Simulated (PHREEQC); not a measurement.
## Copper plating or etch bath (model solution)

Dissolve 0.2 mol Cu(NO3)2, 0.0006 mol H2SO4 and 0.0023 mol H3BO3 per kg of water at 25 °C. Closed to the air; pH follows from the charge balance.

Computed with PHREEQC (ion-association model, phreeqc.dat).

Each row changes one thing in this solution. No solid was allowed to form.

```csv
case,pH,CuSO4 (mol/kgw),SO4-2 (mol/kgw),HSO4- (mol/kgw),CuOH+ (mol/kgw),Cu2(OH)2+2 (mol/kgw)
as made,3.04,0.000366,0.000228,5.20e-6,8.10e-7,3.88e-7
H2SO4 from 0.0006 to 0.003 mol/kgw,2.35,0.00177,[?],0.000124,1.64e-7,1.58e-8
diluted 2-fold with water,3.33,[?],0.000125,1.95e-6,[?],5.70e-7
H3BO3 from 0.0023 to 0.0115 mol/kgw,3.04,0.000366,0.000228,5.20e-6,8.10e-7,3.88e-7
H2SO4 from 0.0006 to 6e-05 mol/kgw,3.90,3.69e-5,[?],[?],5.84e-6,2.02e-5
```

Question: Complete the blanks.

Answer: 
- H2SO4 from 0.0006 to 0.003 mol/kgw, SO4-2 (mol/kgw): 0.00111
- diluted 2-fold with water, CuSO4 (mol/kgw): 0.000173
- diluted 2-fold with water, CuOH+ (mol/kgw): 8.92e-7
- H2SO4 from 0.0006 to 6e-05 mol/kgw, SO4-2 (mol/kgw): 2.30e-5
- H2SO4 from 0.0006 to 6e-05 mol/kgw, HSO4- (mol/kgw): 7.27e-8

Species that the database lacks are ignored.
